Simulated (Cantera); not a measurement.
A perfectly stirred reactor is fed with H2 : O2 : N2 = 0.68 : 1 : 3.7 (molar parts), equivalence ratio 0.34, at 0.940 bar; it is held at 1125 K, and followed from long to short residence time.

Detailed kinetics in Cantera: the H2/O2 subset of GRI-Mech 3.0, which has no nitrogen chemistry. The temperature is held fixed by assumption; the heat of reaction is taken as removed at once.

One state of this run: x H2 = 0.00323; x O2 = 0.132; x OH = 0.000128; x HO2 = 5.60e-5; x O = 9.26e-5. x: mole fraction; the columns are a selection and need not sum to one.

**Question.** Which value of τ (s) does it belong to?
(A) 1.0
(B) 0.32
(C) 0.016
(D) 0.0090

**Answer.** C, 0.016
